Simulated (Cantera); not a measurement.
Cantera run:

```python
import numpy as np
import cantera as ct

gas_names = """
    C CH CH2 CH3 CH2OH CH3O CH4 CH3OH CN CO CO2 COOH C2 C2H CHCO,ketyl C2H2,acetylene C2H2,vinylidene
    CH2CO,ketene C2H3,vinyl CH3CN CH3CO,acetyl C2H4 C2H4O,ethylen CH3CHO,ethanal CH3COOH (HCOOH)2 C2H5
    C2H6 CH3OCH3 C2H5OH CCN CNC C2N2 C2O C3 C3H3,propargyl C3H4,allene C3H4,propyne C3H4,cyclo-
    C3H5,allyl C3H6,propylene C3H6,cyclo- C3H6O C3H7,n-propyl C3H7,i-propyl C3H8 C3H8O,1propanol
    C3H8O,2propanol C3O2 C4 C4H2 C4H4,1,3-cyclo- C4H6,butadiene C4H6,2-butyne C4H6,cyclo- C4H8,1-butene
    C4H8,cis2-buten C4H8,tr2-butene C4H8,isobutene C4H8,cyclo- (CH3COOH)2 C4H9,n-butyl C4H9,i-butyl
    C4H9,s-butyl C4H9,t-butyl C4H10,isobutane C4H10,n-butane C4N2 C5 C5H6,1,3cyclo- C5H8,cyclo-
    C5H10,1-pentene C5H10,cyclo- C5H11,pentyl C5H11,t-pentyl C5H12,n-pentane C5H12,i-pentane
    CH3C(CH3)2CH3 C6H2 C6H5,phenyl C6H5O,phenoxy C6H6 C6H5OH,phenol C6H10,cyclo- C6H12,1-hexene
    C6H12,cyclo- C6H13,n-hexyl C7H7,benzyl C7H8 C7H8O,cresol C7H14,1-heptene C7H15,n-heptyl
    C7H16,n-heptane C8H8,styrene C8H10,ethylbenz C8H16,1-octene C8H17,n-octyl C8H18,isooctane
    C8H18,n-octane C9H19,n-nonyl C10H8,naphthale C10H21,n-decyl C12H9,o-bipheny C12H10,bipheny H HCN HCO
    HCCN HNC HNCO HNO HNO2 HNO3 HO2 H2 HCHO,formaldehy HCOOH H2O H2O2 N NCO NH NH2 NH3 NH2OH NO NO2 NO3
    N2 N2H2 N2H4 N2O O OH O2 O3 Si SiC SiC2 SiC4H12 SiH SiH2 SiH3 SiH4 SiN SiO SiO2 Si2 Si2C Si2N Si3
""".split()
cond_names = """
    C(gr) C6H6(L) C7H8(L) C8H18(L),n-octa H2O(s) H2O(L) Si(cr) Si(L) SiC(b) SiO2(Lqz) SiO2(hqz) SiO2(L)
    Si2N2O(s) Si3N4(a)
""".split()


def load(file, names, dense=False):
    # The tables refer to 1 bar. Condensed volumes are neglected.
    table = {s.name: s for s in ct.Species.list_from_file(file)}
    out = []
    for n in names:
        d = dict(table[n].input_data)
        d["thermo"] = dict(d["thermo"], **{"reference-pressure": 1e5})
        if dense:
            d["equation-of-state"] = {"model": "constant-volume", "density": "1e6 g/cm^3"}
        out.append(ct.Species.from_dict(d))
    return out


gas = ct.Solution(thermo="ideal-gas", species=load("nasa_gas.yaml", gas_names))
cond = {s.name: ct.Solution(thermo="fixed-stoichiometry", species=[s], name=s.name)
        for s in load("nasa_condensed.yaml", cond_names, dense=True)}
atoms = {
    'Si2H6': {'Si': 2, 'H': 6},
    'N2O': {'N': 2, 'O': 1},
    'CO2': {'C': 1, 'O': 2},
}
top_T = {'C(gr)': 4500, 'SiC(b)': 3050, 'Si2N2O(s)': 2100, 'Si3N4(a)': 2400}  # K; cautious upper limits of use, not melting points


def equilibrate(T, P, feed):
    n = {}
    for name, mol in feed.items():
        for a, k in atoms[name].items():
            n[a] = n.get(a, 0.0) + k * mol
    gas.TPX = T, P, n
    mass = sum(n.values()) * gas.mean_molecular_weight
    gas.equilibrate("TP")
    valid = [c for c in cond.values() if c.min_temp <= T <= top_T.get(c.name, c.max_temp)]
    mix = ct.Mixture([(gas, mass / gas.mean_molecular_weight)] + [(c, 0.0) for c in valid])
    mix.T, mix.P = T, P
    mix.equilibrate("TP", solver="vcs", rtol=1e-11, max_steps=5000)
    return mix


results = []
feed = {'Si2H6': 1, 'N2O': 0.55, 'CO2': 15}  # mol
P = 13332.2  # Pa
for T in [548, 648, 748, 848, 948, 1048, 1148, 1248, 1348, 1448, 1548]:
    mix = equilibrate(T, P, feed)
    results.append((T, P, feed, dict(zip(mix.species_names, mix.species_moles))))

top = {s: max(r[3][s] / sum(r[3][g] for g in gas_names) for r in results) for s in gas_names}
cols = sorted((s for s in top if top[s] > 1e-05), key=lambda s: -top[s])[:8]
seen = [c for c in cond_names if any(r[3].get(c, 0) > 1e-12 for r in results)]
print("log10 of partial pressures in bar; condensed amounts in mol")
print(f"{'T/K':>10s}" + "".join(f"{s[:9]:>10s}" for s in cols + seen))
for T, P, feed, n in results:
    ng = sum(n[g] for g in gas_names)
    print(f"{T:10.4g}" + "".join(f"{np.log10(max(n[s] / ng * P / 1e5, 1e-99)):10.3f}" for s in cols)
          + "".join(f"{n.get(c, 0):10.4g}" for c in seen))
```

It prints:

```
log10 of partial pressures in bar; condensed amounts in mol
       T/K       CO2        CO       H2O        H2        N2       CH4         H     C(gr) SiO2(Lqz) SiO2(hqz)
       548    -0.987    -4.091    -1.624    -2.953    -2.322    -3.252   -19.627     3.027         2         0
       648    -0.990    -2.816    -1.707    -2.331    -2.330    -3.226   -16.082      2.72         2         0
       748    -1.031    -1.905    -1.899    -1.979    -2.359    -3.437   -13.530     1.689         2         0
       848    -1.130    -1.473    -2.048    -1.901    -2.403    -4.453   -11.671         0         0         2
       948    -1.144    -1.443    -1.947    -1.988    -2.403    -6.240   -10.275         0         0         2
      1048    -1.156    -1.421    -1.882    -2.073    -2.403    -7.721    -9.149         0         0         2
      1148    -1.164    -1.406    -1.838    -2.152    -2.403    -8.965    -8.221         0         0         2
      1248    -1.171    -1.394    -1.808    -2.223    -2.403   -10.020    -7.442         0         0         2
      1348    -1.176    -1.385    -1.786    -2.286    -2.403   -10.926    -6.779         0         0         2
      1448    -1.180    -1.379    -1.769    -2.342    -2.403   -11.709    -6.207         0         0         2
      1548    -1.184    -1.374    -1.757    -2.392    -2.403   -12.392    -5.708         0         0         2
```

Method: chemical equilibrium by Gibbs-energy minimisation in Cantera with the NASA 1993 tables (ideal gas, pure condensed phases). The feed counts by its element totals alone. The tables hold silica as quartz up to 1696 K and as liquid above; real silica turns to tridymite and cristobalite and melts near 1996 K. Gases not in the tables: Si(OH)4.
